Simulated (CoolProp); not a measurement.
Values from CoolProp's reference Helmholtz-energy equation of state, Akasaka 2023.

Task: Give the vapour pressure (bar), liquid density (kg/m³), vapour density (kg/m³), liquid cp (kJ/(kg K)) of saturated R1336mzz(E) at 289.9 K.

Result: 
```json
[
 {"T (K)": "289.9", "p (bar)": "1.43", "liquid density (kg/m³)": "1350", "vapour density (kg/m³)": "10.4", "liquid cp (kJ/(kg K))": "1.23"}
]
```
